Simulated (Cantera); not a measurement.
Feed: 1 mol TEOS, 0.091 mol O2, 1.6 mol H2, held at 0.140 bar.

Equilibrium computed with Cantera from the NASA thermochemical tables; the gas is ideal and each condensed phase is pure. Candidate condensed phases: C, C6H6, C7H8, C8H18, H2O, Si, SiC, SiO2; 123 gas species. The feed counts by its element totals alone. The tables hold silica as quartz up to 1696 K and as liquid above; real silica turns to tridymite and cristobalite and melts near 1996 K. Rates play no part.

x: gas mole fraction; n: condensed amount in mol.

| T (K) | x H2 | x CO | x CH4 | x H2O | x CO2 | x SiO | n C(graphite) | n SiO2(β-quartz) |
|---|---|---|---|---|---|---|---|---|
| 1050 | 0.835 | 0.155 | … | 0.00329 | 0.000720 | <1e-12 | 5.80 | 1.00 |
| 1100 | 0.838 | 0.157 | … | 0.00165 | 0.000304 | <1e-12 | 5.80 | 1.00 |
| 1150 | 0.839 | 0.158 | … | 0.000869 | 0.000137 | 1.97e-11 | 5.80 | 1.00 |
| 1200 | 0.840 | 0.158 | … | 0.000482 | 6.61e-5 | 3.87e-10 | 5.80 | 1.00 |
| 1250 | 0.840 | 0.158 | … | 0.000280 | 3.37e-5 | 5.97e-9 | 5.81 | 1.00 |
| 1300 | 0.841 | 0.158 | … | 0.000170 | 1.81e-5 | 7.44e-8 | 5.81 | 1.000 |
| 1350 | 0.841 | 0.158 | … | 0.000107 | 1.02e-5 | 7.66e-7 | 5.81 | 1.000 |
| 1400 | 0.841 | 0.158 | … | 6.94e-5 | 6.02e-6 | 6.65e-6 | 5.81 | 1.000 |
| 1450 | 0.841 | 0.158 | … | 4.65e-5 | 3.68e-6 | 4.95e-5 | 5.81 | 0.999 |

Question: Fill in the missing entries.

Answer: 
- 1050, x CH4: 0.00559
- 1100, x CH4: 0.00353
- 1150, x CH4: 0.00231
- 1200, x CH4: 0.00156
- 1250, x CH4: 0.00109
- 1300, x CH4: 0.000778
- 1350, x CH4: 0.000571
- 1400, x CH4: 0.000428
- 1450, x CH4: 0.000327
